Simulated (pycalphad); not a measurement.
## Freezing of Si-Al alloys with rising Al

All values are pycalphad results on the COST 507 light-alloy database (1999) (1 atm), not direct measurements. The database dates from 1999; later assessments differ in places, in temperatures and in the compounds included. Amounts are mole fractions of atoms.

Scheil-Gulliver runs (no diffusion in the solid, steps of 4 K) beside full equilibrium.

```json
[
 {"alloy": "Si-12.53Al (wt.%)", "liquidus (K)": "1622", "Scheil, half solid (K)": "1543", "Scheil, 80 % solid (K)": "1169", "Scheil, invariant end (K)": "850", "liquid left at that end": "0.15", "equilibrium solidus (K)": "850"},
 {"alloy": "Si-37.97Al (wt.%)", "liquidus (K)": "1441", "Scheil, half solid (K)": "1001", "Scheil, 80 % solid (K)": "at the invariant end", "Scheil, invariant end (K)": "850", "liquid left at that end": "0.44", "equilibrium solidus (K)": "850"},
 {"alloy": "Si-50.9Al (wt.%)", "liquidus (K)": "1316", "Scheil, half solid (K)": "at the invariant end", "Scheil, 80 % solid (K)": "at the invariant end", "Scheil, invariant end (K)": "850", "liquid left at that end": "0.59", "equilibrium solidus (K)": "850"}
]
```
